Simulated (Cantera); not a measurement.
Cantera run, input and output.

```python
import numpy as np
import cantera as ct

gas = ct.Solution("gri30.yaml")
gas.TPX = 498, 21000, {'CH4': 1, 'C2H6': 0.08, 'C3H8': 0.12, 'O2': 2.22, 'N2': 8.33}
flame = ct.FreeFlame(gas, width=0.12)
flame.set_refine_criteria(ratio=3, slope=0.08, curve=0.16)
flame.transport_model = "mixture-averaged"
flame.solve(loglevel=0, auto=True)
z, T = flame.grid, flame.T
thick = (T[-1] - T[0]) / np.gradient(T, z).max()
show = ['CH4', 'C2H6', 'C3H8', 'N2O', 'CH2', 'H2']
print(f"laminar burning velocity  {flame.velocity[0] * 100:.3f} cm/s")
print(f"burnt temperature         {T[-1]:.1f} K")
print(f"thermal thickness         {thick * 1e3:.4f} mm")
print(f"grid points               {len(z)}")
z0 = z[flame.heat_release_rate.argmax()]
print(f"{'z/mm':>9s}{'T/K':>9s}{'u/(m/s)':>9s}" + "".join(f"{s:>11s}" for s in show))
rows = []
for k in (-3, -2, -1.5, -1, -0.5, -0.25, 0, 0.25, 0.5, 1, 2, 4, 8):
    zz = z0 + k * thick
    rows.append([k * thick, np.interp(zz, z, T), np.interp(zz, z, flame.velocity),
                 *(np.interp(zz, z, flame.X[gas.species_index(s)]) for s in show)])
    print(f"{rows[-1][0] * 1e3:9.3f}{rows[-1][1]:9.1f}{rows[-1][2]:9.3f}" + "".join(f"{x:11.3e}" for x in rows[-1][3:]))
```

Result:

```
laminar burning velocity  106.295 cm/s
burnt temperature         2177.2 K
thermal thickness         1.4077 mm
grid points               153
     z/mm      T/K  u/(m/s)        CH4       C2H6       C3H8        N2O        CH2         H2
   -4.223    498.1    1.065  8.494e-02  6.798e-03  1.020e-02  2.507e-14  1.197e-18  1.733e-03
   -2.815    500.0    1.073  8.449e-02  6.773e-03  1.016e-02  8.435e-13  6.838e-15  5.620e-03
   -2.112    508.4    1.097  8.360e-02  6.737e-03  1.011e-02  6.562e-12  1.408e-12  1.075e-02
   -1.408    580.1    1.266  7.935e-02  6.639e-03  9.856e-03  1.056e-10  1.599e-09  2.139e-02
   -0.704   1014.8    2.281  5.679e-02  5.961e-03  6.272e-03  1.593e-09  6.691e-07  3.873e-02
   -0.352   1418.8    3.261  3.269e-02  2.860e-03  1.569e-03  4.104e-09  1.976e-05  4.707e-02
    0.000   1776.5    4.145  1.001e-02  2.324e-04  3.344e-05  7.423e-09  9.485e-05  4.980e-02
    0.352   1953.2    4.575  1.425e-03  2.662e-06  3.287e-08  8.798e-09  6.576e-05  4.578e-02
    0.704   2003.3    4.685  1.240e-04  1.581e-08  4.653e-12  8.699e-09  1.194e-05  4.183e-02
    1.408   2023.1    4.713  7.481e-07  9.451e-13  4.481e-19  7.322e-09  1.333e-07  4.061e-02
    2.815   2035.8    4.729  2.542e-10  6.491e-19  2.882e-27  6.267e-09  9.312e-11  4.166e-02
    5.631   2051.4    4.758  2.270e-14  1.201e-23  2.349e-35  6.040e-09  1.434e-14  4.182e-02
   11.261   2075.2    4.805  1.608e-15  1.218e-28  4.971e-41  5.973e-09  1.025e-15  4.157e-02
```

Detailed kinetics in Cantera: GRI-Mech 3.0 (53 species, 325 reactions). Burning velocities carry a grid error of a few per cent, more on coarse grids.
